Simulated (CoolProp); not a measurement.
A simple Rankine cycle with n-hexane: condensing at 303.15 K, boiler at 0.366 MPa, turbine inlet 391.4 K, turbine efficiency 0.6, pump efficiency 0.6, no recuperator. Each further row changes one setting.

Computed with CoolProp (reference Helmholtz-energy equation of state, Thol 2019).

| case | thermal efficiency (%) | net work (kJ/kg) | heat in (kJ/kg) | turbine exit temperature (K) | volume ratio over the turbine |
|---|---|---|---|---|---|
| as stated | 10.3 | 53.1 | 514 | 357.4 | 15.0 |
| turbine inlet 411.4 K | 10.1 | 56.6 | 559 | 378.2 | 14.8 |
| condensing temperature 295.15 K | 11.2 | 59.7 | 533 | 353.8 | 21.0 |
| boiler pressure 0.256 MPa | 9.1 | 47.3 | 520 | 363.1 | 10.2 |
| turbine efficiency 0.5 | 8.6 | 44.1 | 514 | 362.0 | 15.2 |
